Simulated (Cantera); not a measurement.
An isothermal plug-flow reactor at 775 K and 5.00 bar (inlet), inlet velocity 0.5 m/s, active area per volume 280 1/m; feed H2 : O2 : N2 = 0.0064 : 0.12 : 0.79 (molar parts), equivalence ratio 0.027.

Computed with Cantera and Deutschmann's 1995 Pt surface mechanism with GRI-Mech 3.0 gas chemistry. Catalytic surfaces can have several steady states; this one follows from the mechanism file's or the stated starting coverage. Mass transfer to the wall is taken as infinitely fast.

x: gas mole fraction; θ: surface coverage.

```
z (m)       x H2   x O2    x H2O  θ free Pt   θ O*       θ OH*
------  --------  -----  -------  ---------  -----  ----------
0.001    0.00234  0.129  0.00466     0.0369  0.959  (withheld)
0.0018   0.00148  0.129  0.00552     0.0258  0.971  (withheld)
0.0031  0.000867  0.128  0.00614     0.0188  0.978  (withheld)
0.0056  0.000405  0.128  0.00660     0.0144  0.983     0.00268
0.01    0.000137  0.128  0.00687     0.0122  0.985     0.00250
0.018    2.37e-5  0.128  0.00698     0.0113  0.986     0.00242
0.031    1.51e-6  0.128  0.00701     0.0112  0.986     0.00241
0.056    7.69e-9  0.128  0.00701     0.0112  0.986     0.00241
0.1       <1e-12  0.128  0.00701     0.0112  0.986     0.00241
```

Task: What belongs in the gaps?

Result: 
- 0.001, θ OH*: 0.00387
- 0.0018, θ OH*: 0.00340
- 0.0031, θ OH*: 0.00300
